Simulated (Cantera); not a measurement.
Input: 1 mol SiH₄, 1.3 mol H₂, 0.0053 mol C₂H₂, at 12.0 Torr.

Method: chemical equilibrium by Gibbs-energy minimisation in Cantera with the NASA 1993 tables (ideal gas, pure condensed phases). Candidate condensed phases: C, C₆H₆, C₇H₈, C₈H₁₈, Si, SiC; 87 gas species. Mutual solubility and eutectic melting of coexisting phases are not modelled. Gases not in the tables: Si₂H₆ and higher silanes. The numbers say what is thermodynamically allowed, not how fast it happens.

Problem. Which condensed phases are stable at each of these points (T (K)): 973, 1123, 1273, 1423, 1573, 1723, 1873, 2023, 2173, 2323, 2473, 2623?

Solution. 
| T (K) | condensed phases | Si condensed (%) |
|---|---|---|
| 973 | Si(s) + SiC(s) | 100.0 |
| 1123 | Si(s) + SiC(s) | 100.0 |
| 1273 | Si(s) + SiC(s) | 100.0 |
| 1423 | Si(s) + SiC(s) | 100.0 |
| 1573 | Si(s) + SiC(s) | 100.0 |
| 1723 | Si(l) + SiC(s) | 100.0 |
| 1873 | Si(l) + SiC(s) | 99.8 |
| 2023 | Si(l) + SiC(s) | 98.6 |
| 2173 | Si(l) + SiC(s) | 92.6 |
| 2323 | Si(l) | 68.7 |
| 2473 | gas only | 0.0 |
| 2623 | gas only | 0.0 |

From 973 K to 1573 K the condensed part is Si(s) + SiC(s). From 1723 K to 2173 K the condensed part is Si(l) + SiC(s). At 2323 K the condensed part is Si(l). From 2473 K to 2623 K nothing is condensed.
